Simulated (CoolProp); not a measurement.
R236EA along the isobar 0.101 MPa: Z from the reference equation and from simpler models built on Tc = 412.4 K, pc = 3.414 MPa, ω = 0.368; each cubic takes its own stable root.

Model: reference Helmholtz-energy equation of state, Rui 2013, in CoolProp.

```csv
T (K),phase,reference
251.1,liquid,0.004696
274.1,liquid,0.004492
297.1,gas,0.9654
320.1,gas,0.9739
343.1,gas,0.9798
366,gas,0.9841
389,gas,0.9873
412,gas,0.9897
```

Q: How far does each simpler model (Soave-Redlich-Kwong, Peng-Robinson) lie from the reference over these 8 states: mean and median of the absolute difference, and the worst?

A: 
- Soave-Redlich-Kwong: mean 2.5 %, median 0.2 %, worst +9.6 % at 251.1 K and 0.101 MPa
- Peng-Robinson: mean 0.8 %, median 0.1 %, worst -3.1 % at 274.1 K and 0.101 MPa
